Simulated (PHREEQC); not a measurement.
PHREEQC input (ion-association model, wateq4f.dat):

```
SOLUTION_MASTER_SPECIES
  An  An-  0  An  62.0  # stands for a non-complexing anion
SOLUTION_SPECIES
  An- = An-
    -log_k 0
    -gamma 3.0 0
PHASES
  Fix_H+
    H+ = H+
    -log_k 0
SOLUTION 1
  temp 25
  units mmol/kgw
  pH 7 charge
  Na 5
  An 5
END
SELECTED_OUTPUT 1
  -reset false
  -pH true
  -pe true
  -ionic_strength true
  -water true
  -totals Na
  -molalities Hfo_wOH Hfo_wOH2+ Hfo_wO- Hfo_sOH Hfo_sOH2+ Hfo_sO-
USER_PUNCH 1
  -headings sigma psi
  10 PUNCH EDL("sigma", "Hfo"), EDL("psi", "Hfo")
PRINT
  -reset false
USE solution 1
SURFACE 1
  Hfo_wOH 5.61798e-05 600 0.025
  Hfo_sOH 1.40449e-06
EQUILIBRIUM_PHASES 1
  Fix_H+ -4 HAn 10
    -force_equality true
  O2(g) -0.68 10
END
# ... the last block is repeated for the other 12 points of pH, with NaOH or the acid as the point needs
```

Selected output (columns that matter, 13 of 13 rows; pH added in front):

```
pH	mu	Na	m_Hfo_wOH	m_Hfo_wOH2+	m_Hfo_wO-	m_Hfo_sOH	m_Hfo_sOH2+	m_Hfo_sO-	sigma	psi
4	0.0051214	0.005	2.7329e-05	2.8245e-05	6.0579e-07	6.8323e-07	7.0611e-07	1.5145e-08	0.18224	0.19378
4.5	0.005044	0.005	3.3841e-05	2.1095e-05	1.2437e-06	8.4602e-07	5.2738e-07	3.1092e-08	0.13089	0.17719
5	0.0050177	0.005	3.8264e-05	1.5792e-05	2.1239e-06	9.5659e-07	3.948e-07	5.3097e-08	0.090125	0.1582
5.5	0.005008	0.005	4.087e-05	1.2164e-05	3.1459e-06	1.0217e-06	3.0409e-07	7.8646e-08	0.059462	0.13703
6	0.005004	0.005	4.2197e-05	9.8349e-06	4.1476e-06	1.0549e-06	2.4587e-07	1.0369e-07	0.0375	0.11373
6.5	0.0050021	0.005	4.2786e-05	8.4035e-06	4.9904e-06	1.0696e-06	2.1009e-07	1.2476e-07	0.022505	0.088547
7	0.0050011	0.005	4.3018e-05	7.5359e-06	5.6256e-06	1.0755e-06	1.884e-07	1.4064e-07	0.012596	0.061908
7.5	0.0050005	0.005	4.3101e-05	6.9912e-06	6.0873e-06	1.0775e-06	1.7478e-07	1.5218e-07	0.00596	0.034307
8	0.005001	0.0050009	4.3125e-05	6.6038e-06	6.4514e-06	1.0781e-06	1.6509e-07	1.6129e-07	0.0010047	0.0062073
8.5	0.0050037	0.005004	4.3116e-05	6.2543e-06	6.8093e-06	1.0779e-06	1.5636e-07	1.7023e-07	-0.0036591	-0.021979
9	0.0050115	0.0050123	4.3066e-05	5.8455e-06	7.2685e-06	1.0766e-06	1.4614e-07	1.8171e-07	-0.0093826	-0.04985
9.5	0.0050356	0.0050369	4.2915e-05	5.2915e-06	7.9733e-06	1.0729e-06	1.3229e-07	1.9933e-07	-0.017684	-0.07696
10	0.0051105	0.0051129	4.2509e-05	4.528e-06	9.1425e-06	1.0627e-06	1.132e-07	2.2856e-07	-0.030427	-0.10278
```
